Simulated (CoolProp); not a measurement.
Vapour-liquid equilibrium of dimethyl carbonate (1) + n-nonane (2) at 441 K; x and y are mole fractions of (1).

Values from CoolProp's multi-fluid Helmholtz-energy mixture model, Zhou 2011 and Lemmon 2006; pair parameters Bell 2016.

| x | bubble pressure (MPa) | y at the bubble point | dew pressure at overall composition x (MPa) | liquid density (mol/L) |
|---|---|---|---|---|
| 0.05 | 0.2171 | ? | 0.1639 | 4.739 |
| 0.2 | ? | 0.634 | 0.1927 | ? |
| 0.35 | 0.4957 | 0.749 | 0.2329 | ? |
| 0.5 | 0.5748 | ? | 0.2933 | 6.124 |
| 0.65 | ? | 0.852 | 0.3923 | 6.821 |
| 0.8 | 0.6786 | 0.898 | ? | ? |
| 0.95 | 0.7208 | 0.966 | 0.7134 | 8.964 |

Task: Fill in the missing entries.

Result: 
- 0.05, y at the bubble point: 0.297
- 0.2, bubble pressure (MPa): 0.3786
- 0.2, liquid density (mol/L): 5.122
- 0.35, liquid density (mol/L): 5.574
- 0.5, y at the bubble point: 0.809
- 0.65, bubble pressure (MPa): 0.6315
- 0.8, dew pressure at overall composition x (MPa): 0.5630
- 0.8, liquid density (mol/L): 7.734

No azeotrope shows between x = 0.05 and 0.95.

Pair parameters are fitted to limited data, so mixtures are less certain than the pure fluids.
